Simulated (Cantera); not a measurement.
A closed system holds: 1 mol CO, 0.21 mol H2O, held at 2998.15 K and 36.0 Pa.

Cantera equilibrium calculation (NASA polynomials, part measured and part estimated; ideal gas, pure solids and liquids). Candidate condensed phases: C, C6H6, C7H8, C8H18, H2O; 110 gas species. The numbers say what is thermodynamically allowed, not how fast it happens.

Base state: CO 0.615, H 0.256, O 0.127, H2 0.000955, OH 0.000772, CO2 0.000756, O2 0.000457 (mole fractions); condensed: gas only.

Question: What changes in the equilibrium state with this change: CO replaced by CH3OH?

Answer: 
| species | before | after |
|---|---|---|
| H | 0.256 | 0.774 |
| CO | 0.615 | 0.179 |
| O | 0.127 | 0.0368 |
| O2 | 0.000457 | 3.85e-5 |
| CO2 | 0.000756 | 6.41e-5 |
| H2 | 0.000955 | 0.00876 |
| H2O | 8.70e-6 | 2.32e-5 |

Question: What changes in the equilibrium state with this change: temperature from 2998.15 K to 2773 K?

Answer: 
```
species    before     after
-------  --------  --------
CO          0.615     0.618
H           0.256     0.250
O           0.127     0.119
H2O       8.70e-6  0.000182
CO2      0.000756   0.00401
O2       0.000457   0.00214
```

Question: What changes in the equilibrium state with this change: temperature from 2998.15 K to 798.15 K?

Answer: 
| species | before | after |
|---|---|---|
| CO | 0.615 | 0.662 |
| CO2 | 0.000756 | 0.164 |
| H2 | 0.000955 | 0.164 |
| H | 0.256 | <1e-9 |
| O | 0.127 | <1e-9 |
| OH | 0.000772 | <1e-9 |
| O2 | 0.000457 | <1e-9 |
| H2O | 8.70e-6 | 0.00951 |
